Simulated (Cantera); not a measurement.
Cantera run, input and output.

```python
import numpy as np
import cantera as ct

gas = ct.Solution("gri30.yaml")
gas.TPX = 2000, 2666, {'C2H6': 1, 'N2': 2.3}
inlet = ct.Reservoir(gas, clone=True)

reactor = ct.IdealGasConstPressureReactor(gas, energy="off", clone=False)
exhaust = ct.Reservoir(gas, clone=True)
tau = [20, 3.6, 0.65, 0.12, 0.021, 0.0039, 0.0007][0]
for a, b in ((inlet, reactor), (reactor, exhaust)):
    ct.MassFlowController(a, b, mdot=lambda t: reactor.mass / tau)
net = ct.ReactorNet([reactor])
show = ['C2H6', 'HCN', 'CH3', 'CH4', 'CH2']

rows = []
print(f"{'tau/s':>10s}{'T/K':>9s}" + "".join(f"{s:>11s}" for s in show))
for tau in [20, 3.6, 0.65, 0.12, 0.021, 0.0039, 0.0007]:
    net.initial_time = 0.0
    net.advance(30 * tau)
    before = gas.X
    net.advance(40 * tau)
    drift = np.max(np.abs(gas.X - before) / (gas.X + 1e-9))
    rows.append([gas.T, *gas[show].X, drift])
    print(f"{tau:10.3e}{gas.T:9.1f}" + "".join(f"{x:11.3e}" for x in gas[show].X))
```

It prints:

```
     tau/s      T/K       C2H6        HCN        CH3        CH4        CH2
 2.000e+01   2000.0  1.985e-07  7.721e-03  1.716e-04  5.544e-04  3.388e-06
 3.600e+00   2000.0  1.188e-06  2.901e-03  4.290e-04  1.548e-03  7.280e-06
 6.500e-01   2000.0  7.300e-06  8.886e-04  1.089e-03  4.575e-03  1.447e-05
 1.200e-01   2000.0  4.182e-05  2.930e-04  2.686e-03  1.189e-02  2.813e-05
 2.100e-02   2000.0  2.393e-04  1.043e-04  6.732e-03  2.708e-02  5.525e-05
 3.900e-03   2000.0  1.248e-03  4.099e-05  1.608e-02  5.102e-02  1.028e-04
 7.000e-04   2000.0  6.683e-03  1.629e-05  3.730e-02  7.758e-02  1.883e-04
```

Model: GRI-Mech 3.0 (53 species, 325 reactions), integrated in Cantera. GRI-Mech 3.0 stops at C3 and has no aromatics, soot or wall deposition, so with more carbon than oxygen in the feed, carbon stays in small species such as C2H2 where larger ones or solid carbon would form. Radical loss at walls, strong at low pressure, is not modelled.
